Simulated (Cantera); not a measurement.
Cantera run, input and output.

```python
import numpy as np
import cantera as ct

gas = ct.Solution("h2o2.yaml")
gas.TPX = 1373, 1333, {'H2': 0.016, 'O2': 1}
reactor = ct.IdealGasConstPressureReactor(gas, energy="off", clone=False)
net = ct.ReactorNet([reactor])
net.rtol, net.atol = 1e-08, 1e-18
show = ['H2', 'O2', 'H2O', 'H', 'O', 'OH']
times = np.geomspace(2e-05, 40, 12)

steps = ct.SolutionArray(gas, extra=["t"])
rows = []
print(f"{'t/s':>10s}{'T/K':>9s}{'P/Pa':>11s}" + "".join(f"{s:>11s}" for s in show))
for t in times:
    while net.time < t:
        t_next = net.step()
        steps.append(gas.state, t=t_next)
    rows.append([np.interp(t, steps.t, y) for y in (steps.T, steps.P, *steps(*show).X.T)])
    print(f"{t:10.3e}{rows[-1][0]:9.1f}{rows[-1][1]:11.4g}" + "".join(f"{x:11.3e}" for x in rows[-1][2:]))
rate = np.gradient(steps.T, steps.t)
print("integrator steps:", len(steps.t))
if steps.T.max() > steps.T[0] + 200:
    print(f"time of steepest temperature rise: {steps.t[rate.argmax()]:.4e} s")
gas.TPX = 1373, 1333, {'H2': 0.016, 'O2': 1}
gas.equilibrate("TP")
print(f"equilibrium (TP): T = {gas.T:.1f} K  " + "  ".join(f"{s} {gas[s].X[0]:.3e}" for s in show))
```

Result:

```
       t/s      T/K       P/Pa         H2         O2        H2O          H          O         OH
 2.000e-05   1373.0       1333  1.575e-02  9.843e-01  7.528e-11  3.304e-09  1.720e-09  1.697e-09
 7.479e-05   1373.0       1333  1.575e-02  9.843e-01  2.491e-09  6.750e-09  1.425e-08  1.354e-08
 2.797e-04   1373.0       1333  1.575e-02  9.843e-01  6.577e-08  2.135e-08  1.136e-07  9.858e-08
 1.046e-03   1373.0       1333  1.574e-02  9.842e-01  5.477e-06  7.136e-07  5.016e-06  4.112e-06
 3.911e-03   1373.0       1333  6.104e-04  9.702e-01  1.327e-02  9.676e-04  1.219e-02  2.763e-03
 1.463e-02   1373.0       1333  9.251e-05  9.701e-01  1.438e-02  6.768e-04  1.289e-02  1.893e-03
 5.470e-02   1373.0       1333  7.969e-05  9.721e-01  1.454e-02  5.355e-04  1.100e-02  1.759e-03
 2.045e-01   1373.0       1333  4.893e-05  9.768e-01  1.495e-02  2.514e-04  6.606e-03  1.381e-03
 7.649e-01   1373.0       1333  1.450e-05  9.818e-01  1.544e-02  3.942e-05  1.906e-03  7.543e-04
 2.860e+00   1373.0       1333  2.068e-06  9.837e-01  1.572e-02  2.093e-06  2.680e-04  2.855e-04
 1.070e+01   1373.0       1333  2.514e-07  9.840e-01  1.582e-02  8.843e-08  3.244e-05  9.966e-05
 4.000e+01   1373.0       1333  5.244e-08  9.841e-01  1.585e-02  8.439e-09  6.768e-06  4.556e-05
integrator steps: 1616
equilibrium (TP): T = 1373.0 K  H2 4.128e-08  O2 9.841e-01  H2O 1.585e-02  H 5.900e-09  O 5.330e-06  OH 4.044e-05
```

Cantera simulation using the H2/O2 subset of GRI-Mech 3.0, which has no nitrogen chemistry; the numbers are that mechanism's predictions, not measurements. Radical loss at walls, strong at low pressure, is not modelled.
